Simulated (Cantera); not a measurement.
A closed system holds: 1 mol Si₂Cl₆, 0.012 mol Cl₂, a varied amount of H₂, held at 1 atm.

Equilibrium computed with Cantera from the NASA thermochemical tables; the gas is ideal and each condensed phase is pure. Candidate condensed phases: Si; 19 gas species. The feed counts by its element totals alone. The tables' values for SiCl₃ are old estimates. The numbers say what is thermodynamically allowed, not how fast it happens.

Problem. What condenses at these points (T in K, n(H₂) in mol): (1675, 5.9); (1475, 150); (1425, 110); (1725, 4.2); (1625, 8.1)?

Solution. 
| T (K) | n(H₂) in mol | condensed phases | Si condensed (%) |
|---|---|---|---|
| 1675 | 5.9 | Si | 1.1 |
| 1475 | 150 | Si | 70.2 |
| 1425 | 110 | Si | 61.9 |
| 1725 | 4.2 | gas only | 0.0 |
| 1625 | 8.1 | Si | 7.5 |
